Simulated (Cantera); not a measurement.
A closed system holds: 1 mol SiO2, 7.6 mol C, 0.14 mol N2, equilibrated at 1125 °C and 10.0 mbar.

These are equilibrium values from Cantera (NASA tables, ideal gas, pure condensed phases), not measurements of a reactor. Candidate condensed phases: C, Si, SiC, SiO2, Si2N2O, Si3N4; 34 gas species. N2 is the only nitrogen source here; it is nearly inert below about 1500 K, so the nitride shown seldom forms there in practice. Mutual solubility and eutectic melting of coexisting phases are not modelled. The tables hold silica as quartz up to 1696 K and as liquid above; real silica turns to tridymite and cristobalite and melts near 1996 K. The numbers say what is thermodynamically allowed, not how fast it happens.

Base state: CO 0.977, N2 0.0223, SiO 0.000194, CO2 1.67e-5 (mole fractions); condensed: C(graphite) + SiO2(β-quartz) + Si2N2O(s).

What changes in the equilibrium state with this change: temperature from 1125 °C to 802 °C?


| species | before | after |
|---|---|---|
| N2 | 0.0223 | 0.964 |
| CO | 0.977 | 0.0358 |
| CO2 | 1.67e-5 | 1.74e-6 |
| SiO | 0.000194 | <1e-9 |
| C(graphite), mol | 7.21 | 7.59 |
| SiO2(β-quartz), mol | 0.738 | 0.997 |
| Si2N2O(s), mol | 0.131 | 0.00171 |

What changes in the equilibrium state with this change: temperature from 1125 °C to 1475 °C?


```
species                before    after
-------------------  --------  -------
CO                      0.977    0.930
N2                     0.0223   0.0654
SiO                  0.000194  0.00443
CO2                   1.67e-5  8.90e-7
C(graphite), mol         7.21     4.62
SiO2(β-quartz), mol     0.738        0
Si2N2O(s), mol          0.131        0
SiC(s), mol                 0    0.991
```

What changes in the equilibrium state with this change: temperature from 1125 °C to 1475 °C?


```csv
species,before,after
CO,0.977,0.930
N2,0.0223,0.0654
SiO,0.000194,0.00443
CO2,1.67e-5,8.91e-7
"C(graphite), mol",7.21,4.62
"SiO2(β-quartz), mol",0.738,0
"Si2N2O(s), mol",0.131,0
"SiC(s), mol",0,0.991
```
